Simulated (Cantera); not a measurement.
What does this Cantera script print?

```python
import numpy as np
import cantera as ct

gas_names = """
    CL CL2 H HCL H2 N NH NH2 NH3 N2 N2H2 N2H4 Si SiCL SiCL2 SiCL3 SiCL4 SiH SiHCL3 SiH2 SiH2CL2 SiH3
    SiH3CL SiH4 SiN Si2 Si2N Si3
""".split()
cond_names = """
    NH4CL(a) NH4CL(b) Si(cr) Si(L) Si3N4(a)
""".split()


# ... load() reads the species with a 1 bar reference pressure and builds the phases ...
atoms = {
    'SiHCl3': {'Si': 1, 'H': 1, 'CL': 3},
    'N2': {'N': 2},
}
top_T = {'Si3N4(a)': 2400}  # K; cautious upper limits of use, not melting points


# ... equilibrate(T, P, feed) seeds the gas with the atoms and calls Mixture.equilibrate('TP', solver="vcs", rtol=1e-11, max_steps=5000) ...
results = []
feed = {'SiHCl3': 1, 'N2': 12}  # mol
T = 1500  # K
for P in [100, 350, 1300, 4500, 16000, 56000, 200000]:
    mix = equilibrate(T, P, feed)
    results.append((T, P, feed, dict(zip(mix.species_names, mix.species_moles))))

top = {s: max(r[3][s] / sum(r[3][g] for g in gas_names) for r in results) for s in gas_names}
cols = sorted((s for s in top if top[s] > 1e-06), key=lambda s: -top[s])[:9]
seen = [c for c in cond_names if any(r[3].get(c, 0) > 1e-12 for r in results)]
print("log10 of partial pressures in bar; condensed amounts in mol")
print(f"{'P/Pa':>10s}" + "".join(f"{s[:9]:>10s}" for s in cols + seen))
for T, P, feed, n in results:
    ng = sum(n[g] for g in gas_names)
    print(f"{P:10.4g}" + "".join(f"{np.log10(max(n[s] / ng * P / 1e5, 1e-99)):10.3f}" for s in cols)
          + "".join(f"{n.get(c, 0):10.4g}" for c in seen))
```

It prints:

```
log10 of partial pressures in bar; condensed amounts in mol
      P/Pa        N2     SiCL2       HCL     SiCL4     SiCL3        H2        CL    SiHCL3         H  Si3N4(a)
       100    -3.065    -4.185    -4.197    -5.892    -5.290    -5.392    -6.349    -8.073    -7.451         0
       350    -2.520    -3.661    -3.681    -5.057    -4.610    -4.671    -6.193    -7.032    -7.090         0
      1300    -1.948    -3.200    -3.107    -4.028    -3.865    -4.092    -5.909    -5.997    -6.800   0.02884
      4500    -1.405    -2.922    -2.548    -3.109    -3.267    -3.613    -5.589    -5.160    -6.561   0.08067
   1.6e+04    -0.850    -2.735    -1.991    -2.366    -2.801    -3.057    -5.311    -4.416    -6.283    0.1174
   5.6e+04    -0.304    -2.599    -1.451    -1.731    -2.416    -2.475    -5.061    -3.740    -5.992    0.1353
     2e+05     0.249    -2.484    -0.907    -1.131    -2.059    -1.872    -4.819    -3.081    -5.690    0.1426
```

Cantera equilibrium calculation (NASA polynomials, part measured and part estimated; ideal gas, pure solids and liquids). The tables' values for SiCl3 are old estimates; treat these amounts as uncertain.
